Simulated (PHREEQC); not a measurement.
# Acid mine or pickling water: speciation

Synthetic water in mmol/kgw, 55 °C, pH 3.25:

```json
[
 {"constituent": "Na", "mmol/kgw": "85.6"},
 {"constituent": "K", "mmol/kgw": "1.64"},
 {"constituent": "Ca", "mmol/kgw": "1.24"},
 {"constituent": "Mg", "mmol/kgw": "7.44"},
 {"constituent": "Cl", "mmol/kgw": "7.94"},
 {"constituent": "S(6)", "mmol/kgw": "51.7"}
]
```

Valence states are taken as typed.

The numbers come from PHREEQC with the Pitzer model, pitzer.dat.

No solid was allowed to form.

Problem. What specific conductance, density does the model give?

Solution. specific conductance 17400 µS/cm; density 0.992 g/cm³.

Problem. In which forms is S present?

Solution. SO4-2 96 %, HSO4- 4.2 % of the S.

Complexes and solids missing from the database can't appear. At this temperature some constants are extrapolated from 25 °C, and those without enthalpy data are left unchanged.
